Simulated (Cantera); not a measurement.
Charge: 1 mol trisilylamine, 0.41 mol N2, held at 1.00 bar.

Equilibrium computed with Cantera from the NASA thermochemical tables; the gas is ideal and each condensed phase is pure. Candidate condensed phases: Si, Si3N4; 18 gas species. The feed counts by its element totals alone. Mutual solubility and eutectic melting of coexisting phases are not modelled. Gases not in the tables: Si2H6 and higher silanes. Rates play no part.

x: gas mole fraction; n: condensed amount in mol.

| T (K) | x H2 | x N2 | x H | x SiH2 | n Si(s) | n Si3N4(s) | n Si(l) |
|---|---|---|---|---|---|---|---|
| 1298 | 1.000 | ? | 1.07e-6 | 7.39e-8 | 1.64 | 0.455 | 0 |
| 1348 | 1.000 | ? | 2.31e-6 | 1.69e-7 | 1.64 | 0.455 | 0 |
| 1398 | 1.000 | ? | 4.73e-6 | 3.66e-7 | 1.64 | 0.455 | 0 |
| 1448 | 1.000 | ? | 9.22e-6 | 7.48e-7 | 1.64 | 0.455 | 0 |
| 1498 | 1.000 | ? | 1.72e-5 | 1.46e-6 | 1.64 | 0.455 | 0 |
| 1548 | 1.000 | ? | 3.08e-5 | 2.73e-6 | 1.64 | 0.455 | 0 |
| 1598 | 1.000 | ? | 5.32e-5 | 4.89e-6 | 1.64 | 0.454 | 0 |
| 1648 | 0.999 | ? | 8.90e-5 | 8.47e-6 | 1.64 | 0.453 | 0 |
| 1698 | 0.998 | ? | 0.000144 | 1.39e-5 | 0 | 0.452 | 1.65 |

**Question.** Fill in the missing entries.

**Answer.** 
- 1298, x N2: 4.72e-7
- 1348, x N2: 1.68e-6
- 1398, x N2: 5.48e-6
- 1448, x N2: 1.64e-5
- 1498, x N2: 4.56e-5
- 1548, x N2: 0.000118
- 1598, x N2: 0.000289
- 1648, x N2: 0.000668
- 1698, x N2: 0.00150
